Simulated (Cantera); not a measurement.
A perfectly stirred reactor is fed with 3.44 % CH₄, 0.151 % CO, 17.0 % O₂, 63.6 % N₂, 15.8 % H₂O, at 1000000 Pa; it is adiabatic with a 423 K inlet, and is followed from long to short residence time, starting on the burning branch (τ in s: 0.22, 0.087, 0.034, 0.013, 0.0051, 0.002, 0.00078, 0.0003, 0.00012, 4.6e-05, 1.8e-05).

Cantera simulation using GRI-Mech 3.0 (53 species, 325 reactions); the numbers are that mechanism's predictions, not measurements.

Task: Predict: blow-out, bracketed by the residence times tried; x(CH₄) at τ = 0.220 s; x(CO) at τ = 0.220 s; x(O₂) at τ = 0.220 s; x(NO₂) at τ = 0.220 s; x(N₂O) at τ = 0.220 s; x(CH₄) at τ = 2.00 ms; x(CO) at τ = 2.00 ms; x(O₂) at τ = 2.00 ms.

Result: 
```json
{
 "blow_out_bracketed_by_the_residence_times_tried": "burning at 0.220 s, out at 87.0 ms",
 "x(CH₄) at τ = 0.220 s": "0.000886",
 "x(CO) at τ = 0.220 s": "0.00369",
 "x(O₂) at τ = 0.220 s": "0.104",
 "x(NO₂) at τ = 0.220 s": "1.97e-9",
 "x(N₂O) at τ = 0.220 s": "3.38e-7",
 "x(CH₄) at τ = 2.00 ms": "0.0344",
 "x(CO) at τ = 2.00 ms": "0.00151",
 "x(O₂) at τ = 2.00 ms": "0.170"
}
```
